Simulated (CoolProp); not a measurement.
The numbers come from the reference Helmholtz-energy equation of state, Thol 2015 in CoolProp.

Task: For octamethylcyclotetrasiloxane (D4), give the phase and the Z, cp (kJ/(kg K)), speed of sound (m/s) at 466.7 K and 0.101 MPa; 480.6 K and 0.101 MPa; 487.5 K and 0.101 MPa.

Result: 
- 466.7 K and 0.101 MPa: gas; Z 0.934, cp 1.74, speed of sound 108
- 480.6 K and 0.101 MPa: gas; Z 0.942, cp 1.77, speed of sound 110
- 487.5 K and 0.101 MPa: gas; Z 0.945, cp 1.78, speed of sound 111
